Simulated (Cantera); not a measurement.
Feed: 1 mol borazine, 0.39 mol O2, equilibrated at 31000 Pa.

Cantera equilibrium calculation (NASA polynomials, part measured and part estimated; ideal gas, pure solids and liquids). Candidate condensed phases: B, BN, B2O3, B3O3H3, H2O; 39 gas species. The feed counts by its element totals alone. The tables' values for BH2 are old estimates; treat these amounts as uncertain. Gases not in the tables: B2H6 and higher boranes. Kinetics and transport are ignored. All values below are at 2375 K.

Base state: H2 0.707, HBO 0.106, N2 0.100, BO 0.0340, B2O2 0.0273, H 0.0213, BH2 0.00130, B2O3 0.00118 (mole fractions); condensed: BN(s).

**Question.** What changes in the equilibrium state with this change: O2 from 0.39 to 1.1 mol?

**Answer.** 
```json
[
 {"species": "H2", "before": "0.707", "after": "0.474"},
 {"species": "N2", "before": "0.100", "after": "0.201"},
 {"species": "HBO", "before": "0.106", "after": "0.152"},
 {"species": "B2O2", "before": "0.0273", "after": "0.0832"},
 {"species": "BO", "before": "0.0340", "after": "0.0594"},
 {"species": "H", "before": "0.0213", "after": "0.0174"},
 {"species": "B2O3", "before": "0.00118", "after": "0.00892"},
 {"species": "BO2", "before": "4.87e-6", "after": "2.10e-5"},
 {"species": "HBO2", "before": "0.000755", "after": "0.00267"},
 {"species": "BN(s), mol", "before": "2.22", "after": "0.855"}
]
```

**Question.** What changes in the equilibrium state with this change: O2 from 0.39 to 7.4 mol?

**Answer.** 
```json
[
 {"species": "O2", "before": "<1e-9", "after": "0.352"},
 {"species": "HBO2", "before": "0.000755", "after": "0.204"},
 {"species": "H2O", "before": "8.32e-5", "after": "0.191"},
 {"species": "H2", "before": "0.707", "after": "0.00182"},
 {"species": "NO", "before": "9.45e-9", "after": "0.0102"},
 {"species": "OH", "before": "4.47e-7", "after": "0.0202"},
 {"species": "B2O2", "before": "0.0273", "after": "9.73e-7"},
 {"species": "BO2", "before": "4.87e-6", "after": "0.0260"},
 {"species": "HBO", "before": "0.106", "after": "3.22e-5"},
 {"species": "BO", "before": "0.0340", "after": "0.000203"},
 {"species": "B2O3", "before": "0.00118", "after": "0.0376"},
 {"species": "H", "before": "0.0213", "after": "0.00108"},
 {"species": "N2", "before": "0.100", "after": "0.148"},
 {"species": "BH2", "before": "0.00130", "after": "<1e-9"},
 {"species": "O", "before": "9.05e-9", "after": "0.00808"},
 {"species": "B2O", "before": "0.000710", "after": "<1e-9"},
 {"species": "B", "before": "5.25e-5", "after": "<1e-9"},
 {"species": "BN(s), mol", "before": "2.22", "after": "0"}
]
```
